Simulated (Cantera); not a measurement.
## Catalytic combustion on Pt

An isothermal plug-flow reactor at 748 K and 1500 Torr (inlet), inlet velocity 2.3 m/s, active area per volume 2200 1/m; feed CO : O2 : N2 = 0.0044 : 0.043 : 0.79 (molar parts), equivalence ratio 0.051.

Detailed kinetics in Cantera: Deutschmann's 1995 Pt surface mechanism with GRI-Mech 3.0 gas chemistry. Catalytic surfaces can have several steady states; this one follows from the mechanism file's or the stated starting coverage. Mass transfer to the wall is taken as infinitely fast.

```csv
z (m),x CO,x O2,x H2O,x CO2,θ free Pt,θ O*,θ CO*
0.00092,0.00198,0.0498,<1e-12,0.00328,0.0298,0.969,0.00144
0.0016,0.00169,0.0497,<1e-12,0.00357,0.0264,0.973,0.000964
0.0029,0.00133,0.0495,<1e-12,0.00393,0.0235,0.976,0.000601
0.0052,0.000948,0.0493,<1e-12,0.00432,0.0213,0.978,0.000350
0.0092,0.000576,0.0491,<1e-12,0.00469,0.0197,0.980,0.000182
0.016,0.000275,0.0490,<1e-12,0.00499,0.0186,0.981,7.74e-5
0.029,7.52e-5,0.0489,<1e-12,0.00519,0.0180,0.982,1.98e-5
0.052,8.30e-6,0.0489,<1e-12,0.00526,0.0178,0.982,2.14e-6
0.092,1.86e-7,0.0489,<1e-12,0.00527,0.0178,0.982,4.78e-8
```
x: gas mole fraction; θ: surface coverage.
